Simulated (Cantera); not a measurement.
A closed system holds: 1 mol SiH4, 0.0074 mol C3H8, 3.4 mol H2, held at 2023 K and 0.133 bar.

These are equilibrium values from Cantera (NASA tables, ideal gas, pure condensed phases), not measurements of a reactor. Candidate condensed phases: C, C6H6, C7H8, C8H18, Si, SiC; 87 gas species. Mutual solubility and eutectic melting of coexisting phases are not modelled. Gases not in the tables: Si2H6 and higher silanes. The numbers say what is thermodynamically allowed, not how fast it happens.

Base state: H2 0.994, H 0.00519, Si 0.000427, SiH2 0.000120, SiH 9.99e-5, Si2C 1.29e-5 (mole fractions); condensed: Si(l) + SiC(s).

What changes in the equilibrium state with this change: temperature from 2023 K to 2098.15 K?


```
species        before     after
-----------  --------  --------
H2              0.994     0.990
H             0.00519   0.00839
Si           0.000427  0.000981
Si2C          1.29e-5   3.99e-5
Si2           4.67e-6   1.27e-5
Si(l), mol      0.974     0.970
SiC(s), mol    0.0221    0.0219
```

What changes in the equilibrium state with this change: temperature from 2023 K to 2500 K?


```csv
species,before,after
H2,0.994,0.891
H,0.00519,0.0650
Si,0.000427,0.0356
SiC2,6.99e-8,0.000186
Si2C,1.29e-5,0.00302
"Si(l), mol",0.974,0.716
"SiC(s), mol",0.0221,0
```

What changes in the equilibrium state with this change: SiH4 replaced by SiHCl3?


```
species      before    after
-----------  ------  -------
H2            0.994    0.616
HCl               0    0.209
SiCl2             0    0.165
SiCl3             0  0.00340
SiCl              0  0.00110
Cl                0  0.00103
SiHCl3            0  9.35e-5
Si(l), mol    0.974   0.0519
SiC(s), mol  0.0221   0.0221
```
The tables' values for SiCl3, SiCl are old estimates; treat these amounts as uncertain.
